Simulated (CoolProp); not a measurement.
Vapour-liquid equilibrium of R125 (1) + R227EA (2) at 0.18 MPa; x and y are mole fractions of (1).

Values from CoolProp's multi-fluid Helmholtz-energy mixture model, Lemmon 2005 and Lemmon 2016; pair parameters Bell 2016.

| x | bubble temperature (K) | y at the bubble point | dew temperature at overall composition x (K) | liquid density (mol/L) |
|---|---|---|---|---|
| 0.05 | ___ | 0.143 | 270.0 | 8.948 |
| 0.15 | ___ | 0.368 | 267.9 | 9.269 |
| 0.25 | 258.3 | ___ | ___ | ___ |
| 0.35 | 254.3 | 0.657 | 263.3 | 9.916 |
| 0.45 | 250.8 | 0.749 | 260.7 | 10.25 |
| 0.55 | 247.8 | 0.820 | 257.8 | 10.58 |
| 0.65 | 245.1 | ___ | 254.6 | ___ |
| 0.75 | 242.7 | 0.920 | 250.8 | 11.28 |
| 0.85 | 240.5 | 0.956 | 246.4 | 11.65 |
| 0.95 | 238.5 | 0.987 | 240.9 | 12.03 |

Task: What belongs in the gaps?

Result: 
- 0.05, bubble temperature (K): 268.1
- 0.15, bubble temperature (K): 262.9
- 0.25, y at the bubble point: 0.534
- 0.25, dew temperature at overall composition x (K): 265.7
- 0.25, liquid density (mol/L): 9.592
- 0.65, y at the bubble point: 0.876
- 0.65, liquid density (mol/L): 10.92

No azeotrope shows between x = 0.05 and 0.95.

The pair parameters rest on a limited set of measurements; away from them the model extrapolates.
